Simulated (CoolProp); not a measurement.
Ammonia at 293.15 K and 1.79 MPa is throttled through a valve to 1.21 MPa with no heat exchange. Each further row changes one setting.

Computed with CoolProp (reference Helmholtz-energy equation of state, Gao 2020).

| case | temperature change (K) | final phase | final density (kg/m³) |
|---|---|---|---|
| as stated | (withheld) | liquid | 611 |
| outlet pressure 0.363 MPa | (withheld) | (withheld) | (withheld) |
| outlet pressure 1.57 MPa | +0.0 | liquid | 611 |

### Question
Complete the blanks.

### Answer

- as stated, temperature change (K): +0.1
- outlet pressure 0.363 MPa, temperature change (K): -24.4
- outlet pressure 0.363 MPa, final phase: two-phase, vapour fraction 0.090
- outlet pressure 0.363 MPa, final density (kg/m³): 31.5
